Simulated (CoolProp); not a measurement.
Vapour-liquid equilibrium of R134a (1) + R124 (2) at 0.249 MPa; x and y are mole fractions of (1).

Values from CoolProp's multi-fluid Helmholtz-energy mixture model, Tillner-Roth 1994 and de Vries 1995; pair parameters Bell 2016.

**Question.** Give the bubble temperature and the first vapour's composition at x = 0.5, 0.65, 0.95. Is there an azeotrope?

**Answer.** x = 0.5: 274.4 K, y = 0.632; x = 0.65: 272.4 K, y = 0.753; x = 0.95: 269.2 K, y = 0.965. No azeotrope shows between x = 0.05 and 0.95.

Pair parameters are fitted to limited data, so mixtures are less certain than the pure fluids.
